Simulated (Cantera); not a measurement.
Input (Python, Cantera) and output of one run.

```python
import numpy as np
import cantera as ct

gas_names = """
    H H2 N NH NH2 NH3 N2 N2H2 N2H4 Si SiH SiH2 SiH3 SiH4 SiN Si2 Si2N Si3
""".split()
cond_names = """
    Si(cr) Si(L) Si3N4(a)
""".split()


# ... load() reads the species with a 1 bar reference pressure and builds the phases ...
atoms = {
    'SiH4': {'Si': 1, 'H': 4},
    'NH3': {'N': 1, 'H': 3},
    'N2': {'N': 2},
}
top_T = {'Si3N4(a)': 2400}  # K; cautious upper limits of use, not melting points


# ... equilibrate(T, P, feed) seeds the gas with the atoms and calls Mixture.equilibrate('TP', solver="vcs", rtol=1e-11, max_steps=5000) ...
results = []
feed = {'SiH4': 1, 'NH3': 0.64, 'N2': 2.2}  # mol
P = 133.322  # Pa
for T in [823, 923, 1023, 1123, 1223, 1323, 1423, 1523, 1623, 1723]:
    mix = equilibrate(T, P, feed)
    results.append((T, P, feed, dict(zip(mix.species_names, mix.species_moles))))
    x = sorted(zip(gas.X, gas.species_names), reverse=True)
    print(f"T = {T:g} K  P = {P:g} Pa  gas = {mix.phase_moles(0):.4g} mol")
    print("   x: " + "  ".join(f"{s} {v:.3e}" for v, s in x if v > 0.001))
    print("   condensed (mol): " + ("  ".join(f"{mix.phase(i).name} {mix.phase_moles(i):.4g}"
          for i in range(1, mix.n_phases) if mix.phase_moles(i) > 1e-12) or "none"))
```

It prints:

```
T = 823 K  P = 133.322 Pa  gas = 4.813 mol
   x: H2 6.150e-01  N2 3.850e-01
   condensed (mol): Si3N4(a) 0.3333
T = 923 K  P = 133.322 Pa  gas = 4.813 mol
   x: H2 6.150e-01  N2 3.850e-01
   condensed (mol): Si3N4(a) 0.3333
T = 1023 K  P = 133.322 Pa  gas = 4.813 mol
   x: H2 6.150e-01  N2 3.850e-01
   condensed (mol): Si3N4(a) 0.3333
T = 1123 K  P = 133.322 Pa  gas = 4.813 mol
   x: H2 6.150e-01  N2 3.850e-01
   condensed (mol): Si3N4(a) 0.3333
T = 1223 K  P = 133.322 Pa  gas = 4.813 mol
   x: H2 6.150e-01  N2 3.850e-01
   condensed (mol): Si3N4(a) 0.3333
T = 1323 K  P = 133.322 Pa  gas = 4.813 mol
   x: H2 6.149e-01  N2 3.850e-01
   condensed (mol): Si3N4(a) 0.3333
T = 1423 K  P = 133.322 Pa  gas = 4.814 mol
   x: H2 6.148e-01  N2 3.850e-01
   condensed (mol): Si3N4(a) 0.3333
T = 1523 K  P = 133.322 Pa  gas = 4.815 mol
   x: H2 6.146e-01  N2 3.849e-01
   condensed (mol): Si3N4(a) 0.3333
T = 1623 K  P = 133.322 Pa  gas = 4.818 mol
   x: H2 6.136e-01  N2 3.848e-01  H 1.483e-03
   condensed (mol): Si3N4(a) 0.3331
T = 1723 K  P = 133.322 Pa  gas = 5.494 mol
   x: H2 5.369e-01  N2 4.586e-01  H 3.659e-03
   condensed (mol): Si(L) 0.9954
```

Cantera equilibrium calculation (NASA polynomials, part measured and part estimated; ideal gas, pure solids and liquids). The tables' values for SiN are old estimates; treat these amounts as uncertain.
